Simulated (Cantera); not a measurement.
Source: NASA polynomial tables (part measured, part estimated), evaluated in Cantera. Values are per mole of reaction as written; species without (g) are pure solids or liquids, kept so even where they would boil at 1 bar.

2 Al + 6 HF(g) → 2 AlF3(g) + 3 H2(g)

```tsv
T (K)	ΔH° (kJ)	ΔS° (J/K)	ΔG° (kJ)	log10 K	condensed phases
300	-783.3	-153.9	-737.2	128.35	Al(s)
1248	(withheld)	(withheld)	(withheld)	(withheld)	Al(l)
1348	-800.7	-173.1	-567.4	21.99	Al(l)
1448	(withheld)	(withheld)	(withheld)	(withheld)	Al(l)
1548	-800.0	-172.6	-532.8	17.98	Al(l)
1648	-799.8	-172.5	-515.6	16.34	Al(l)
1748	-799.6	-172.3	-498.3	14.89	Al(l)
1848	-799.5	-172.3	-481.1	13.60	Al(l)
```

Some entries are withheld; supply them.


- 1248, ΔH° (kJ): -801.1
- 1248, ΔS° (J/K): -173.4
- 1248, ΔG° (kJ): -584.7
- 1248, log10 K: 24.47
- 1448, ΔH° (kJ): -800.4
- 1448, ΔS° (J/K): -172.8
- 1448, ΔG° (kJ): -550.1
- 1448, log10 K: 19.84
